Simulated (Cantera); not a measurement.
A closed system holds: 1 mol Fe, 2.9 mol H2O, 0.071 mol O2, held at 1148.15 K and 100 Torr.

These are equilibrium values from Cantera (NASA tables, ideal gas, pure condensed phases), not measurements of a reactor. Candidate condensed phases: Fe, FeO, Fe(OH)2, Fe(OH)3, Fe2O3, Fe3O4, H2O; 12 gas species. The tables' stoichiometric FeO is somewhat more stable than real wüstite, so its field is too wide. FeO: taken at fixed stoichiometry. The numbers say what is thermodynamically allowed, not how fast it happens.

Base state: H2O 0.704, H2 0.296 (mole fractions); condensed: FeO(s).

Task: What changes in the equilibrium state with this change: O2 from 0.071 to 0.6 mol?

Result: 
```tsv
species	before	after
H2O	0.704	0.956
H2	0.296	0.0443
FeO(s), mol	1.00	0.0146
Fe3O4(s), mol	0	0.328
```
Mutual solubility and eutectic melting of coexisting phases are not modelled.
